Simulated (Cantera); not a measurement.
## Thermodynamics of silicon nitride deposition, feed SiCl₄ + NH₃ + N₂

Input: 1 mol SiCl₄, a varied amount of NH₃, 3.2 mol N₂, equilibrated at 1777 °C and 13000 Pa.

Method: chemical equilibrium by Gibbs-energy minimisation in Cantera with the NASA 1993 tables (ideal gas, pure condensed phases). Candidate condensed phases: NH₄Cl, Si, Si₃N₄; 28 gas species. The tables' values for SiCl₃, SiCl, SiN are old estimates; treat these amounts as uncertain. Gases not in the tables: Si₂H₆ and higher silanes. Kinetics and transport are ignored.

| n(NH₃) (mol) | log p H₂ | log p N₂ | log p HCl | log p SiCl₂ | log p H | log p SiCl₃ | log p Cl | n Si(l) |
|---|---|---|---|---|---|---|---|---|
| 4.1 | -1.30 | -1.29 | -1.72 | -2.03 | -3.30 | -3.81 | -3.84 | 0 |
| 6.4 | -1.21 | -1.34 | -1.84 | -2.16 | -3.25 | -4.11 | -4.01 | 0 |
| 8.8 | -1.16 | -1.36 | -1.91 | -2.30 | -3.23 | -4.34 | -4.10 | 0.0703 |
| 11 | -1.14 | -1.38 | -1.95 | -2.42 | -3.21 | -4.51 | -4.16 | 0.146 |
| 13 | -1.12 | -1.39 | -1.99 | -2.51 | -3.21 | -4.65 | -4.21 | 0.202 |
| 16 | -1.10 | -1.41 | -2.04 | -2.63 | -3.20 | -4.83 | -4.27 | 0.269 |
| 18 | -1.10 | -1.42 | -2.07 | -2.70 | -3.19 | -4.94 | -4.30 | 0.305 |
| 20 | -1.09 | -1.42 | -2.10 | -2.76 | -3.19 | -5.04 | -4.33 | 0.337 |
| 23 | -1.08 | -1.43 | -2.14 | -2.85 | -3.18 | -5.17 | -4.38 | 0.377 |
| 25 | -1.07 | -1.43 | -2.17 | -2.91 | -3.18 | -5.25 | -4.40 | 0.400 |
| 27 | -1.07 | -1.44 | -2.19 | -2.96 | -3.18 | -5.32 | -4.43 | 0.420 |
| 30 | -1.07 | -1.44 | -2.22 | -3.03 | -3.18 | -5.43 | -4.47 | 0.447 |
log p: log10 of the partial pressure in bar; n: condensed amount in mol.

From 4.1 mol NH₃ to 6.4 mol NH₃ nothing is condensed. From 8.8 mol NH₃ to 30 mol NH₃ the condensed part is Si(l). The main Si-bearing gas is SiCl₂ throughout.
